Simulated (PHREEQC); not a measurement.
A made-up water analysis in mg/L, 25 °C, pH 3.94, pe 11.7:

```json
[
 {"constituent": "Na", "mg/L": "727"},
 {"constituent": "K", "mg/L": "5.08"},
 {"constituent": "Ca", "mg/L": "131"},
 {"constituent": "Mg", "mg/L": "183"},
 {"constituent": "Cl", "mg/L": "628"},
 {"constituent": "S(6) as SO4", "mg/L": "1730"},
 {"constituent": "N(5) as NO3", "mg/L": "1.19"},
 {"constituent": "Zn", "mg/L": "0.578"},
 {"constituent": "Pb", "mg/L": "1.78"}
]
```

Valence states are taken as typed.

Computed with PHREEQC (ion-association model, wateq4f.dat).

Task: The ionic strength comes out as 0.0653 mol/kgw. What activity coefficients do Pb+2, NaSO4-, Na+, Zn+2, H+ get?

Result: Pb+2 0.42, NaSO4- 0.81, Na+ 0.81, Zn+2 0.45, H+ 0.84.

No solid was allowed to form.
